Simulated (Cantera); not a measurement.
Mixture: C3H8 : O2 : N2 = 1 : 3.33 : 20 (molar parts), equivalence ratio 1.5, at 1300000 Pa, adiabatic and at constant volume. Ignition delay is the time to a rise of 400 K.

Detailed kinetics in Cantera: GRI-Mech 3.0 (53 species, 325 reactions). GRI-Mech 3.0 was tuned for natural gas; its chemistry of propane as a main component is partial and can be far from experiment. The pressure lies above the range GRI-Mech 3.0 was tuned for (to about 10 atm).

Question: Predict: delay at 1100 K; delay at 1200 K; delay at 1300 K; delay at 1400 K; delay at 1500 K; apparent activation energy between 1400 and 1500 K.

Answer: 
```
Quantity                                                Result
--------------------------------------------------  ----------
delay at 1100 K                                        12.3 ms
delay at 1200 K                                        1.89 ms
delay at 1300 K                                       0.332 ms
delay at 1400 K                                        74.0 µs
delay at 1500 K                                        21.7 µs
apparent activation energy between 1400 and 1500 K  210 kJ/mol
```
